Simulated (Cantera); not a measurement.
Mixture: 27.2 % H2, 12.4 % O2, 46.5 % N2, 13.9 % H2O, at 3750 Torr, adiabatic and at constant pressure. Ignition delay is the time to a rise of 400 K.

Model: GRI-Mech 3.0 (53 species, 325 reactions), integrated in Cantera. The hydrogen kinetics of GRI-Mech 3.0 are dated; newer H2 mechanisms differ, most at raised pressure. Where the delays flatten at high temperature, the 400 K rule measures the pace of heat release, not the induction time.

**Question.** Predict: delay at 1275 K; delay at 1425 K; delay at 1575 K; delay at 1725 K.

**Answer.** 
```
Quantity           Value
---------------  -------
delay at 1275 K  25.8 µs
delay at 1425 K  5.29 µs
delay at 1575 K  2.87 µs
delay at 1725 K  2.01 µs
```
